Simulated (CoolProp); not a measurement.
A simple Rankine cycle with R1132(E): condensing at 290.15 K, boiler at 3.42 MPa, turbine inlet 368.9 K, turbine efficiency 0.85, pump efficiency 0.6, no recuperator. Each further row changes one setting.

Model: reference Helmholtz-energy equation of state, Akasaka 2024, in CoolProp.

| case | thermal efficiency (%) | net work (kJ/kg) | heat in (kJ/kg) | turbine exit temperature (K) | volume ratio over the turbine |
|---|---|---|---|---|---|
| as stated | 8.8 | 25.5 | 290 | 321.6 | 2.47 |
| turbine inlet 388.9 K | 9.0 | 28.6 | 317 | 342.7 | 2.44 |
| condensing temperature 282.15 K | 10.5 | 31.8 | 304 | 311.7 | 3.06 |
| boiler pressure 2.39 MPa | 5.9 | 17.9 | 305 | 341.3 | 1.73 |
| turbine efficiency 0.75 | 7.6 | 22.0 | 290 | 324.6 | 2.51 |
